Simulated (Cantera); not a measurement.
A perfectly stirred reactor is fed with CH4 : O2 : N2 = 1 : 1.18 : 4.42 (molar parts), equivalence ratio 1.7, at 7500 Torr; it is adiabatic with a 498 K inlet, and is followed from long to short residence time, starting on the burning branch (τ in s: 0.12, 0.054, 0.025, 0.012, 0.0054, 0.0025, 0.0012, 0.00054, 0.00025, 0.00012, 5.4e-05).

Computed with Cantera and GRI-Mech 3.0 (53 species, 325 reactions).

### Question
What does this change do: inlet temperature 498 to 575 K?

### Answer
```json
[
 {"quantity": "blow-out, bracketed by the residence times tried", "before": "burning at 0.540 ms, out at 0.250 ms", "after": "burning at 0.250 ms, out at 0.120 ms"},
 {"quantity": "x(CH4) at τ = 0.120 s", "before": "0.00336", "after": "0.00214"},
 {"quantity": "x(O2) at τ = 0.120 s", "before": "8.14e-5", "after": "5.43e-5"},
 {"quantity": "x(CH2) at τ = 0.120 s", "before": "9.32e-8", "after": "1.09e-7"},
 {"quantity": "x(H2O2) at τ = 0.120 s", "before": "3.82e-9", "after": "2.88e-9"},
 {"quantity": "x(C2H6) at τ = 0.120 s", "before": "1.04e-6", "after": "4.49e-7"},
 {"quantity": "x(CH4) at τ = 2.50 ms", "before": "0.0123", "after": "0.00987"},
 {"quantity": "x(O2) at τ = 2.50 ms", "before": "0.00249", "after": "0.00176"},
 {"quantity": "x(CH2) at τ = 2.50 ms", "before": "1.70e-6", "after": "2.06e-6"},
 {"quantity": "x(H2O2) at τ = 2.50 ms", "before": "1.37e-7", "after": "1.05e-7"},
 {"quantity": "x(C2H6) at τ = 2.50 ms", "before": "3.51e-5", "after": "2.07e-5"}
]
```

### Question
What does this change do: inlet temperature 498 to 325 K?

### Answer
```tsv
quantity	before	after
blow-out, bracketed by the residence times tried	burning at 0.540 ms, out at 0.250 ms	burning at 1.20 ms, out at 0.540 ms
x(CH4) at τ = 0.120 s	0.00336	0.00715
x(O2) at τ = 0.120 s	8.14e-5	0.000195
x(CH2) at τ = 0.120 s	9.32e-8	6.29e-8
x(H2O2) at τ = 0.120 s	3.82e-9	7.16e-9
x(C2H6) at τ = 0.120 s	1.04e-6	4.41e-6
x(CH4) at τ = 2.50 ms	0.0123	0.0187
x(O2) at τ = 2.50 ms	0.00249	0.00528
x(CH2) at τ = 2.50 ms	1.70e-6	1.00e-6
x(H2O2) at τ = 2.50 ms	1.37e-7	2.51e-7
x(C2H6) at τ = 2.50 ms	3.51e-5	0.000108
```
